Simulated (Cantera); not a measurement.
What does this Cantera script print?

```python
import numpy as np
import cantera as ct

gas_names = [...]  # 151 gases of nasa_gas.yaml made of C, H, N, O, Si
cond_names = """
    C(gr) C6H6(L) C7H8(L) C8H18(L),n-octa H2O(s) H2O(L) Si(cr) Si(L) SiC(b) SiO2(Lqz) SiO2(hqz) SiO2(L)
    Si2N2O(s) Si3N4(a)
""".split()


# ... load() reads the species with a 1 bar reference pressure and builds the phases ...
atoms = {
    'Si3N4': {'Si': 3, 'N': 4},
    'CO2': {'C': 1, 'O': 2},
    'N2': {'N': 2},
    'H2O': {'H': 2, 'O': 1},
}
top_T = {'C(gr)': 4500, 'SiC(b)': 3050, 'Si2N2O(s)': 2100, 'Si3N4(a)': 2400}  # K; cautious upper limits of use, not melting points


# ... equilibrate(T, P, feed) seeds the gas with the atoms and calls Mixture.equilibrate('TP', solver="vcs", rtol=1e-11, max_steps=5000) ...
results = []
feed = {'Si3N4': 1, 'CO2': 1.1, 'N2': 82, 'H2O': 0.49}  # mol
P = 660  # Pa
for T in [1673, 1723, 1773, 1823, 1873, 1923, 1973, 2023, 2073]:
    mix = equilibrate(T, P, feed)
    results.append((T, P, feed, dict(zip(mix.species_names, mix.species_moles))))

top = {s: max(r[3][s] / sum(r[3][g] for g in gas_names) for r in results) for s in gas_names}
cols = sorted((s for s in top if top[s] > 1e-06), key=lambda s: -top[s])[:5]
seen = [c for c in cond_names if any(r[3].get(c, 0) > 1e-12 for r in results)]
print("log10 of partial pressures in bar; condensed amounts in mol")
print(f"{'T/K':>10s}" + "".join(f"{s[:9]:>10s}" for s in cols + seen))
for T, P, feed, n in results:
    ng = sum(n[g] for g in gas_names)
    print(f"{T:10.4g}" + "".join(f"{np.log10(max(n[s] / ng * P / 1e5, 1e-99)):10.3f}" for s in cols)
          + "".join(f"{n.get(c, 0):10.4g}" for c in seen))
```

Result:

```
log10 of partial pressures in bar; condensed amounts in mol
       T/K        N2       SiO        Si        CO        H2    SiC(b) Si2N2O(s)
      1673    -2.191    -4.424    -7.197    -4.109    -4.423   0.09996     1.207
      1723    -2.193    -3.997    -6.479    -4.254    -4.431    0.3742    0.6553
      1773    -2.197    -3.762    -5.824    -4.513    -4.442    0.6929         0
      1823    -2.197    -3.765    -5.449    -4.497    -4.447    0.6767         0
      1873    -2.197    -3.772    -5.103    -4.465    -4.456    0.6427         0
      1923    -2.198    -3.785    -4.792    -4.410    -4.467    0.5775         0
      1973    -2.199    -3.808    -4.516    -4.329    -4.484    0.4635         0
      2023    -2.201    -3.846    -4.275    -4.227    -4.507    0.2814         0
      2073    -2.203    -3.908    -4.067    -4.113    -4.538    0.0128         0
```

Equilibrium computed with Cantera from the NASA thermochemical tables; the gas is ideal and each condensed phase is pure. Mutual solubility and eutectic melting of coexisting phases are not modelled. The tables' values for SiN are old estimates; treat these amounts as uncertain.
